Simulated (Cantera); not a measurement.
## Pyrogenic steam for wet oxidation

An isothermal, constant-pressure homogeneous reactor starts with 14.0 % H₂, 13.2 % O₂, 72.8 % N₂, at 800 K and 0.140 bar.

Cantera simulation using GRI-Mech 3.0 (53 species, 325 reactions); the numbers are that mechanism's predictions, not measurements. Radical loss at walls, strong at low pressure, is not modelled. Below about 950 K walls govern HO2 and H2O2 in real vessels. The temperature is held fixed by assumption; the heat of reaction is taken as removed at once.

| t (s) | x H₂ | x O₂ | x OH | x H₂O₂ | x NO₂ | x NO | x H |
|---|---|---|---|---|---|---|---|
| 0.000100 | 0.140 | 0.132 | <1e-12 | <1e-12 | <1e-12 | <1e-12 | <1e-12 |
| 0.000286 | 0.140 | 0.132 | <1e-12 | <1e-12 | <1e-12 | <1e-12 | <1e-12 |
| 0.000818 | 0.140 | 0.132 | <1e-12 | <1e-12 | <1e-12 | <1e-12 | 1.21e-12 |
| 0.00234 | 0.140 | 0.132 | <1e-12 | <1e-12 | <1e-12 | <1e-12 | 2.99e-12 |
| 0.00669 | 0.140 | 0.132 | <1e-12 | <1e-12 | <1e-12 | <1e-12 | 6.10e-12 |
| 0.0191 | 0.140 | 0.132 | <1e-12 | 2.98e-12 | <1e-12 | <1e-12 | 9.20e-12 |
| 0.0548 | 0.140 | 0.132 | <1e-12 | 3.70e-11 | <1e-12 | <1e-12 | 1.43e-11 |
| 0.157 | 0.140 | 0.132 | <1e-12 | 5.27e-10 | <1e-12 | <1e-12 | 4.54e-11 |
| 0.448 | 0.140 | 0.132 | 2.62e-11 | 3.17e-8 | <1e-12 | <1e-12 | 1.25e-9 |
| 1.28 | 0.0728 | 0.100 | 1.27e-10 | 2.36e-5 | 6.46e-9 | 2.73e-10 | 2.31e-9 |
| 3.67 | 0.0728 | 0.100 | 1.79e-10 | 3.30e-5 | 6.41e-9 | 3.22e-10 | 3.17e-9 |
| 10.5 | 0.0726 | 0.0999 | 4.23e-10 | 7.49e-5 | 6.27e-9 | 4.69e-10 | 6.94e-9 |
| 30.0 | 0.0705 | 0.0989 | 1.63e-9 | 0.000254 | 5.94e-9 | 8.06e-10 | 2.19e-8 |
x: mole fraction; the columns are a selection and need not sum to one.

Equilibrium at this temperature and pressure: H₂ <1e-12, O₂ 0.0660, OH 1.32e-9, H₂O₂ 1.68e-12, NO₂ 7.27e-8, NO 1.13e-6, H <1e-12 (gas phase only).
